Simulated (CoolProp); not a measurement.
The fluid at 239.61 K and 0.0309 MPa is throttled through a valve to 0.0129 MPa with no heat exchange. The same conditions are run with several fluids, on thermodynamics alone (safety and materials aside).

Model: reference Helmholtz-energy equation of state of each fluid (dimethyl ether: Wu 2011; fluorine: de Reuck 1990; chlorine: Thol 2021; C2F6 (R116): Lemmon 2006; chloromethane (R40): Thol 2014), in CoolProp.

```
fluid                temperature change (K)  final density (kg/m³)
-------------------  ----------------------  ---------------------
dimethyl ether                         -1.0                  0.301
fluorine                               -0.1                  0.246
chlorine                               -0.9                  0.462
C2F6 (R116)                            -0.3                  0.897
chloromethane (R40)                    -1.5                  0.331
```
